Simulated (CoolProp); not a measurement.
Properties of the fluoroketone C6F12O (FK-5-1-12) along the isotherm 484.8 K (Tc = 441.8 K, pc = 1869 kPa, ω = 0.471).

Computed with CoolProp (reference Helmholtz-energy equation of state, McLinden 2015).

```tsv
p (kPa)	phase	Joule-Thomson coefficient (K/MPa)	expansivity (1/kK)
8.87	gas	6.049	2.072
16.8	gas	6.057	2.080
31.9	gas	6.072	2.096
60.4	gas	6.102	2.126
115	gas	6.159	2.185
217	gas	6.270	2.302
412	gas	6.501	2.550
780	gas	7.009	3.133
1480	gas	8.299	4.938
2800	supercritical	10.60	15.05
```
